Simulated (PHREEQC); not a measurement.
Dissolve 0.011 mol HF, 0.075 mol NaF and 1.2e-05 mol H4SiO4 per kg of water at 80 °C. Closed to the air; pH follows from the charge balance.

The numbers come from PHREEQC with the ion-association model, phreeqc.dat.

Each row changes one thing in this solution. This is a speciation only: nothing precipitates in the calculation.

| case | pH | ionic strength (mol/kgw) | F- (mol/kgw) | HF (mol/kgw) | HF2- (mol/kgw) | SI of Quartz (SiO2) |
|---|---|---|---|---|---|---|
| as made | 4.45 | 0.0733 | 0.0707 | 0.00837 | 0.00253 | -4.97 |
| NaF left out | 2.83 | 0.00157 | 0.00149 | 0.00936 | 5.97e-5 | -1.93 |
| HF left out | 7.48 | 0.0732 | 0.0732 | 8.00e-6 | 2.51e-6 | -1.62 |
| 0.015 mol/kgw HCl added | 3.93 | 0.0738 | 0.0539 | 0.0210 | 0.00484 | -6.33 |
| HF from 0.011 to 0.11 mol/kgw | 3.30 | 0.0743 | 0.0538 | 0.0889 | 0.0205 | -8.84 |
| temperature from 80 to 20 °C | 3.94 | 0.0733 | 0.0710 | 0.00858 | 0.00224 | -8.34 |
| diluted 5-fold with water | 4.45 | 0.0149 | 0.0148 | 0.00203 | 0.000129 | -2.42 |
| temperature from 80 to 25 °C | 3.98 | 0.0733 | 0.0709 | 0.00851 | 0.00231 | -8.04 |

Species that the database lacks are ignored. At this temperature some constants are extrapolated from 25 °C, and those without enthalpy data are left unchanged. SiF6-2 is the database's only silicon fluoride.
